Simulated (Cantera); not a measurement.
Silicon oxide and oxynitride deposition: SiH4 + O3 + H2

Feed: 1 mol SiH4, 0.37 mol O3, 14 mol H2, equilibrated at 0.350 bar.

These are equilibrium values from Cantera (NASA tables, ideal gas, pure condensed phases), not measurements of a reactor. Candidate condensed phases: H2O, Si, SiO2; 18 gas species. Each liquid is taken as pure. Mutual solubility and eutectic melting of coexisting phases are not modelled. The tables hold silica as quartz up to 1696 K and as liquid above; real silica turns to tridymite and cristobalite and melts near 1996 K. Gases not in the tables: Si2H6 and higher silanes. The numbers say what is thermodynamically allowed, not how fast it happens.

```
T (°C)  log p H2  log p SiO  log p H  log p H2O  log p SiH2  log p Si  log p SiH  n Si(s)  n SiO2(β-quartz)  n Si(l)  n SiO2(condensed)
------  --------  ---------  -------  ---------  ----------  --------  ---------  -------  ----------------  -------  -----------------
975        -0.46      -5.69    -6.56      -7.35       -7.98    -11.11     -10.29    0.445             0.555        0                  0
1025       -0.46      -5.14    -6.20      -7.03       -7.59    -10.39      -9.70    0.445             0.555        0                  0
1075       -0.46      -4.63    -5.86      -6.73       -7.23     -9.73      -9.14    0.444             0.554        0                  0
1125       -0.46      -4.15    -5.55      -6.45       -6.89     -9.11      -8.63    0.443             0.553        0                  0
1175       -0.46      -3.71    -5.26      -6.19       -6.58     -8.53      -8.16    0.441             0.551        0                  0
1225       -0.46      -3.30    -4.99      -5.95       -6.29     -8.00      -7.72    0.434             0.544        0                  0
1275       -0.46      -2.92    -4.74      -5.72       -6.02     -7.50      -7.30    0.417             0.527        0                  0
1325       -0.46      -2.56    -4.50      -5.51       -5.77     -7.03      -6.92    0.381             0.491        0                  0
1375       -0.46      -2.22    -4.28      -5.32       -5.54     -6.59      -6.56    0.306             0.416        0                  0
1425       -0.47      -1.91    -4.08      -5.14       -5.33     -6.18      -6.23        0                 0    0.155              0.265
1475       -0.48      -1.73    -3.88      -4.86       -5.35     -6.02      -6.14        0                 0        0              0.110
1525       -0.48      -1.73    -3.69      -4.42       -5.71     -6.21      -6.39        0                 0        0              0.108
1575       -0.48      -1.73    -3.52      -4.01       -6.04     -6.38      -6.62        0                 0        0              0.105
1625       -0.48      -1.73    -3.35      -3.63       -6.34     -6.53      -6.83        0                 0        0             0.0986
```
log p: log10 of the partial pressure in bar; n: condensed amount in mol.

From 975 °C to 1375 °C the condensed part is Si(s) + SiO2(β-quartz). At 1425 °C the condensed part is Si(l) + SiO2(condensed). From 1475 °C to 1625 °C the condensed part is SiO2(condensed). The main Si-bearing gas is SiO throughout.
